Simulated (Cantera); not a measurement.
**Hydrocarbon pyrolysis for carbon deposition**

An isothermal, constant-pressure homogeneous reactor starts with 1.25 % C2H6, 98.8 % N2, at 1225 K and 0.00300 bar.

Detailed kinetics in Cantera: GRI-Mech 3.0 (53 species, 325 reactions). GRI-Mech 3.0 stops at C3 and has no aromatics, soot or wall deposition, so with more carbon than oxygen in the feed, carbon stays in small species such as C2H2 where larger ones or solid carbon would form. Radical loss at walls, strong at low pressure, is not modelled.

| t (s) | x C2H6 | x H | x HCN | x C2H | x CH3 | x CH2 |
|---|---|---|---|---|---|---|
| 0.000200 | 0.0125 | 4.54e-11 | <1e-12 | <1e-12 | 4.37e-7 | <1e-12 |
| 0.000433 | 0.0125 | 1.81e-10 | <1e-12 | <1e-12 | 9.45e-7 | <1e-12 |
| 0.000938 | 0.0125 | 1.07e-9 | <1e-12 | <1e-12 | 2.04e-6 | <1e-12 |
| 0.00203 | 0.0125 | 6.85e-9 | <1e-12 | <1e-12 | 4.41e-6 | 3.54e-12 |
| 0.00440 | 0.0125 | 3.96e-8 | <1e-12 | <1e-12 | 9.46e-6 | 3.43e-11 |
| 0.00953 | 0.0125 | 2.06e-7 | <1e-12 | <1e-12 | 2.01e-5 | 3.18e-10 |
| 0.0206 | 0.0125 | 9.68e-7 | 1.97e-12 | <1e-12 | 4.17e-5 | 2.62e-9 |
| 0.0447 | 0.0124 | 3.42e-6 | 2.14e-10 | <1e-12 | 8.44e-5 | 1.58e-8 |
| 0.0969 | 0.0119 | 6.76e-6 | 2.95e-9 | 5.24e-12 | 0.000170 | 5.29e-8 |
| 0.210 | 0.0104 | 1.06e-5 | 1.07e-8 | 3.89e-11 | 0.000280 | 1.07e-7 |
| 0.454 | 0.00689 | 1.46e-5 | 2.34e-8 | 1.80e-10 | 0.000293 | 1.31e-7 |
| 0.984 | 0.00233 | 1.83e-5 | 3.84e-8 | 6.13e-10 | 0.000178 | 9.71e-8 |
| 2.13 | 0.000254 | 1.30e-5 | 4.81e-8 | 8.49e-10 | 5.56e-5 | 2.34e-8 |
| 4.62 | 2.51e-5 | 5.28e-6 | 4.95e-8 | 4.53e-10 | 1.84e-5 | 3.18e-9 |
| 10.0 | 3.36e-6 | 2.32e-6 | 4.96e-8 | 2.26e-10 | 7.51e-6 | 5.49e-10 |
x: mole fraction; the columns are a selection and need not sum to one.

Equilibrium at this temperature and pressure: C2H6 1.37e-11, H 8.94e-7, HCN 0.0189, C2H 2.34e-11, CH3 1.36e-8, CH2 <1e-12 (gas phase only).
